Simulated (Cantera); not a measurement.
Mixture: 4.71 % CH₄, 0.330 % CO, 18.1 % O₂, 67.9 % N₂, 8.96 % H₂O, equivalence ratio 0.53, at 1000000 Pa, adiabatic and at constant volume. Ignition delay is the time to a rise of 400 K.

Computed with Cantera and GRI-Mech 3.0 (53 species, 325 reactions).

Task: Predict: delay at 1075 K; delay at 1225 K; delay at 1375 K; delay at 1525 K; delay at 1675 K; apparent activation energy between 1600 and 1750 K.

Result: 
```json
{
 "delay at 1075 K": "23.2 ms",
 "delay at 1225 K": "2.87 ms",
 "delay at 1375 K": "0.542 ms",
 "delay at 1525 K": "0.128 ms",
 "delay at 1675 K": "35.7 µs",
 "apparent activation energy between 1600 and 1750 K": "180 kJ/mol"
}
```
